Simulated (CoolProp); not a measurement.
Values from CoolProp's reference Helmholtz-energy equation of state, McLinden 2015.

Question: Give the vapour pressure (bar), liquid density (kg/m³), enthalpy of vaporisation (kJ/kg), liquid cp (kJ/(kg K)) of saturated the fluoroketone C6F12O (FK-5-1-12) at 31.35 °C.

Answer: 
```json
[
 {"T (°C)": "31.35", "p (bar)": "0.524", "liquid density (kg/m³)": "1580", "enthalpy of vaporisation (kJ/kg)": "93.1", "liquid cp (kJ/(kg K))": "1.11"}
]
```
